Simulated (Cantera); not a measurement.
## Ignition delay

Mixture: C3H8 : O2 : N2 = 1 : 2.63 : 11.8 (molar parts), equivalence ratio 1.9, at 45000 Pa, adiabatic and at constant pressure. Ignition delay is the time to a rise of 400 K.

Detailed kinetics in Cantera: GRI-Mech 3.0 (53 species, 325 reactions). GRI-Mech 3.0 was tuned for natural gas; its chemistry of propane as a main component is partial and can be far from experiment.

```json
[
 {"T0 (K)": "1225", "delay (ms)": "6.31"},
 {"T0 (K)": "1300", "delay (ms)": "1.73"},
 {"T0 (K)": "1375", "delay (ms)": "0.604"},
 {"T0 (K)": "1450", "delay (ms)": "0.261"},
 {"T0 (K)": "1525", "delay (ms)": "0.135"},
 {"T0 (K)": "1600", "delay (ms)": "0.0798"},
 {"T0 (K)": "1675", "delay (ms)": "0.0526"},
 {"T0 (K)": "1750", "delay (ms)": "0.0374"},
 {"T0 (K)": "1825", "delay (ms)": "0.0282"},
 {"T0 (K)": "1900", "delay (ms)": "0.0221"}
]
```

```yaml
apparent activation energy between 1750 and 1900 K: 97 kJ/mol
```
